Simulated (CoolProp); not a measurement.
Saturated liquid density (kg/m³) of 1,2-dichloroethane: the reference equation beside estimates from Tc = 288.4 °C, pc = 5.226 MPa, ω = 0.269.

Values from CoolProp's reference Helmholtz-energy equation of state, Thol 2015.

```json
[
 {"T (°C)": "120.65", "reference": "1095", "Redlich-Kwong": "915.4", "Soave-Redlich-Kwong": "954.9", "Peng-Robinson": "1081"},
 {"T (°C)": "134.65", "reference": "1069", "Redlich-Kwong": "890.2", "Soave-Redlich-Kwong": "930.9", "Peng-Robinson": "1055"},
 {"T (°C)": "148.65", "reference": "1043", "Redlich-Kwong": "863.7", "Soave-Redlich-Kwong": "905.2", "Peng-Robinson": "1026"},
 {"T (°C)": "162.65", "reference": "1016", "Redlich-Kwong": "835.5", "Soave-Redlich-Kwong": "877.5", "Peng-Robinson": "995.5"},
 {"T (°C)": "176.65", "reference": "987.0", "Redlich-Kwong": "805.5", "Soave-Redlich-Kwong": "847.5", "Peng-Robinson": "961.9"},
 {"T (°C)": "190.65", "reference": "956.5", "Redlich-Kwong": "773.3", "Soave-Redlich-Kwong": "815.0", "Peng-Robinson": "925.1"},
 {"T (°C)": "204.65", "reference": "924.0", "Redlich-Kwong": "738.6", "Soave-Redlich-Kwong": "779.3", "Peng-Robinson": "884.5"},
 {"T (°C)": "218.65", "reference": "889.0", "Redlich-Kwong": "700.9", "Soave-Redlich-Kwong": "739.8", "Peng-Robinson": "839.2"}
]
```

Absolute difference from the reference over all 8 rows, mean and median: Redlich-Kwong 18.4 and 18.1 %, Soave-Redlich-Kwong 14.2 and 13.9 %, Peng-Robinson 2.7 and 2.3 %.
